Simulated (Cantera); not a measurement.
## Thermodynamics of carbothermic reduction, feed Fe2O3 + CO + N2

Feed: 1 mol Fe2O3, 3.4 mol CO, 19 mol N2, held at 2.00 bar.

Cantera equilibrium calculation (NASA polynomials, part measured and part estimated; ideal gas, pure solids and liquids). Candidate condensed phases: C, Fe, Fe(CO)5, FeO, Fe2O3, Fe3O4; 27 gas species. The tables' stoichiometric FeO is somewhat more stable than real wüstite, so its field is too wide. FeO: taken at fixed stoichiometry. The numbers say what is thermodynamically allowed, not how fast it happens.

From 1098 K to 1598 K the condensed part is FeO(s). From 1698 K to 1798 K the condensed part is FeO(l).

```tsv
T (K)	x N2	x CO	x CO2	x Fe	x NO	x FeO	n FeO(s)	n FeO(l)
1098	0.848	0.107	0.0446	<1e-12	<1e-12	<1e-12	2.00	0
1198	0.848	0.107	0.0446	1.13e-11	2.14e-12	<1e-12	2.00	0
1298	0.848	0.107	0.0446	2.30e-10	3.83e-11	<1e-12	2.00	0
1398	0.848	0.107	0.0446	3.03e-9	4.53e-10	6.79e-12	2.00	0
1498	0.848	0.107	0.0446	2.79e-8	3.84e-9	1.19e-10	2.00	0
1598	0.848	0.107	0.0446	1.93e-7	2.49e-8	1.43e-9	2.00	0
1698	0.848	0.107	0.0446	1.01e-6	1.29e-7	1.21e-8	0	2.00
1798	0.848	0.107	0.0446	4.10e-6	5.55e-7	7.57e-8	0	2.00
```
x: gas mole fraction; n: condensed amount in mol.
